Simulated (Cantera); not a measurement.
Cantera with NASA thermochemical tables; ideal gases at 1 bar, condensed phases pure. Values are per mole of reaction as written; species without (g) are pure solids or liquids, kept so even where they would boil at 1 bar.

4 N(g) + CO₂(g) = 2 N₂O(g) + C

```tsv
T (K)	ΔH° (kJ)	ΔS° (J/K)	ΔG° (kJ)	log10 K
300	-1334.1	-381.5	-1219.6	212.35
1475	-1346.7	-405.7	-748.3	26.50
1525	-1346.7	-405.7	-728.0	24.94
1575	___	___	___	___
1625	-1346.5	-405.6	-687.4	22.10
1675	-1346.5	-405.6	-667.2	20.80
1725	-1346.4	-405.5	-646.9	19.59
1775	-1346.2	-405.4	-626.6	18.44
1825	___	___	___	___
1875	___	___	___	___
1925	___	___	___	___
```

### Question
Some entries are withheld; supply them.

### Answer

- 1575, ΔH° (kJ): -1346.6
- 1575, ΔS° (J/K): -405.7
- 1575, ΔG° (kJ): -707.7
- 1575, log10 K: 23.47
- 1825, ΔH° (kJ): -1346.1
- 1825, ΔS° (J/K): -405.3
- 1825, ΔG° (kJ): -606.3
- 1825, log10 K: 17.35
- 1875, ΔH° (kJ): -1345.9
- 1875, ΔS° (J/K): -405.3
- 1875, ΔG° (kJ): -586.1
- 1875, log10 K: 16.33
- 1925, ΔH° (kJ): -1345.8
- 1925, ΔS° (J/K): -405.2
- 1925, ΔG° (kJ): -565.8
- 1925, log10 K: 15.35
